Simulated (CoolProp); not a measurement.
Values from CoolProp's reference Helmholtz-energy equation of state, Span 2000.

**Question.** Give the vapour pressure (bar), liquid density (kg/m³), enthalpy of vaporisation (kJ/kg), vapour Z of saturated nitrogen at 106.7, 112.9 K.

**Answer.** 
| T (K) | p (bar) | liquid density (kg/m³) | enthalpy of vaporisation (kJ/kg) | vapour Z |
|---|---|---|---|---|
| 106.7 | 12.0 | 646 | 144 | 0.755 |
| 112.9 | 17.3 | 598 | 124 | 0.680 |
